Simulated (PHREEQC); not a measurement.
A solution holds 11 mmol/kgw Ba(OH)2, at 9.6 °C. Closed to the air; pH follows from the charge balance.

Model: ion-association model, wateq4f.dat, run in PHREEQC.

**Question.** The ionic strength comes out as 0.0304 mol/kgw. What activity coefficients do BaOH+, OH-, Ba+2 get?

**Answer.** BaOH+ 0.86, OH- 0.85, Ba+2 0.54.

This is a speciation only: nothing precipitates in the calculation. Species that the database lacks are ignored. Constants without temperature data keep their 25 °C values here.
